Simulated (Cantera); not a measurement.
A closed system holds: 1 mol Si3N4, 1.7 mol NF3, 4 mol Cl2, held at 1873 K and 0.120 bar.

Cantera equilibrium calculation (NASA polynomials, part measured and part estimated; ideal gas, pure solids and liquids). Candidate condensed phases: Si, Si3N4; 24 gas species. The tables' values for SiCl3, SiF3, SiF2 are old estimates; treat these amounts as uncertain. Rates play no part.

Question: What is the equilibrium state?

Answer: 
| Item | Value |
|---|---|
| x(N2) | 0.408 |
| x(SiCl4) | 0.233 |
| x(SiF4) | 0.180 |
| x(Cl) | 0.148 |
| x(Cl2) | 0.0136 |
| x(SiCl3) | 0.0122 |
| x(SiF3) | 0.00340 |
| x(SiCl2) | 0.000908 |
| x(SiF2) | 2.15e-5 |
| gas amount | 6.977 mol |
| log10 activity of Si(l) (absent) | -7.53 |
